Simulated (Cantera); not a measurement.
# Hydrocarbon pyrolysis for carbon deposition

An isothermal, constant-pressure homogeneous reactor starts with CH4 : N2 = 1 : 12 (molar parts), at 1875 K and 22000 Pa.

Detailed kinetics in Cantera: GRI-Mech 3.0 (53 species, 325 reactions). GRI-Mech 3.0 stops at C3 and has no aromatics, soot or wall deposition, so with more carbon than oxygen in the feed, carbon stays in small species such as C2H2 where larger ones or solid carbon would form.

| t (s) | x CH4 | x HCN | x H2 | x C2H6 | x C2H | x C2H2 | x C2H4 |
|---|---|---|---|---|---|---|---|
| 1.00e-6 | 0.0769 | <1e-12 | 6.24e-7 | <1e-12 | <1e-12 | <1e-12 | <1e-12 |
| 3.35e-6 | 0.0769 | <1e-12 | 4.40e-6 | 4.43e-11 | <1e-12 | <1e-12 | 4.62e-11 |
| 1.12e-5 | 0.0769 | <1e-12 | 2.02e-5 | 2.23e-9 | <1e-12 | 6.93e-12 | 4.65e-9 |
| 3.76e-5 | 0.0768 | 2.91e-12 | 7.43e-5 | 8.08e-8 | <1e-12 | 1.57e-9 | 2.79e-7 |
| 0.000126 | 0.0764 | 6.53e-11 | 0.000277 | 2.01e-6 | 8.04e-12 | 2.50e-7 | 1.19e-5 |
| 0.000422 | 0.0743 | 2.60e-9 | 0.00175 | 2.87e-5 | 2.71e-9 | 3.73e-5 | 0.000410 |
| 0.00141 | 0.0554 | 2.59e-7 | 0.0230 | 0.000102 | 2.05e-7 | 0.00416 | 0.00450 |
| 0.00474 | 0.0220 | 2.92e-6 | 0.0744 | 1.95e-5 | 9.08e-7 | 0.0241 | 0.000789 |
| 0.0159 | 0.00603 | 9.40e-6 | 0.0981 | 1.91e-6 | 1.38e-6 | 0.0326 | 6.96e-5 |
| 0.0532 | 0.00135 | 1.90e-5 | 0.105 | 1.20e-7 | 1.69e-6 | 0.0350 | 1.49e-5 |
| 0.178 | 0.000329 | 2.95e-5 | 0.106 | 7.77e-9 | 1.80e-6 | 0.0355 | 1.20e-5 |
| 0.597 | 9.53e-5 | 4.06e-5 | 0.107 | 7.28e-10 | 1.82e-6 | 0.0356 | 1.18e-5 |
| 2.00 | 4.74e-5 | 5.51e-5 | 0.107 | 2.35e-10 | 1.82e-6 | 0.0356 | 1.18e-5 |
x: mole fraction; the columns are a selection and need not sum to one.

Equilibrium at this temperature and pressure: CH4 2.41e-5, HCN 0.0542, H2 0.107, C2H6 5.94e-11, C2H 4.38e-7, C2H2 0.00857, C2H4 2.84e-6 (gas phase only).
